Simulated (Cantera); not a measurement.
Cantera with NASA thermochemical tables; ideal gases at 1 bar, condensed phases pure. Values are per mole of reaction as written; species without (g) are pure solids or liquids, kept so even where they would boil at 1 bar.

Task: Between 300 and 1223 K, where is each reaction favourable under standard conditions?
- 2 O3(g) + 3 Ta → 3 TaO2(g)

Result: 
- 2 O3(g) + 3 Ta → 3 TaO2(g): ΔG° is -958 kJ at 300 K and -1159 kJ at 1223 K; it stays negative (K > 1). ΔH° is -910 kJ and ΔS° 203 J/K at 1223 K.
